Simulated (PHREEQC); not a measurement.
A solution holds 0.022 mol AlCl3 per kg of water, at 20 °C. Closed to the air; pH follows from the charge balance.

All values are PHREEQC results (ion-association model, phreeqc.dat), not measurements.

Each row changes one thing in this solution. Precipitation was switched off in this run.

```tsv
case	pH	Al+3 (mol/kgw)	AlOH+2 (mol/kgw)	Al(OH)2+ (mol/kgw)	Al(OH)3 (mol/kgw)	SI of Gibbsite (Al(OH)3)
as made	3.62	0.0217	0.000288	2.78e-6	8.74e-10	+0.00
AlCl3 from 0.022 to 0.0242 mol/kgw	3.60	0.0239	0.000302	2.73e-6	8.18e-10	-0.02
AlCl3 from 0.022 to 0.0044 mol/kgw	3.90	0.00426	0.000137	3.48e-6	2.38e-9	+0.43
temperature from 20 to 75 °C	2.92	0.0206	0.00133	9.57e-5	1.16e-7	+0.47
AlCl3 from 0.022 to 0.0022 mol/kgw	4.02	0.00210	9.90e-5	3.69e-6	3.44e-9	+0.59
```

Some of these states are supersaturated (in Gibbsite (slow to form), for instance). Constants without temperature data keep their 25 °C values here.
